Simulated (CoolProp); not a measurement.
A simple Rankine cycle with R1224YDZ: condensing at 299.15 K, boiler at 1.7 MPa, turbine inlet 406.8 K, turbine efficiency 0.65, pump efficiency 0.7, no recuperator. Each further row changes one setting.

The numbers come from the reference Helmholtz-energy equation of state, Akasaka 2023 in CoolProp.

```
case                             thermal efficiency (%)  net work (kJ/kg)  heat in (kJ/kg)  turbine exit temperature (K)  volume ratio over the turbine
-------------------------------  ----------------------  ----------------  ---------------  ----------------------------  -----------------------------
as stated                                          11.3              26.7              236                         352.6                           12.7
turbine inlet 426.8 K                              11.3              29.3              259                         375.6                              …
condensing temperature 291.15 K                       …                 …              245                         348.0                           16.9
boiler pressure 1.19 MPa                           10.1              24.7              245                             …                           8.18
turbine efficiency 0.55                             9.5              22.4              236                         357.6                           12.9
```

Q: Some entries are withheld; supply them.

A: 
- turbine inlet 426.8 K, volume ratio over the turbine: 12.1
- condensing temperature 291.15 K, thermal efficiency (%): 12.3
- condensing temperature 291.15 K, net work (kJ/kg): 30.1
- boiler pressure 1.19 MPa, turbine exit temperature (K): 365.1
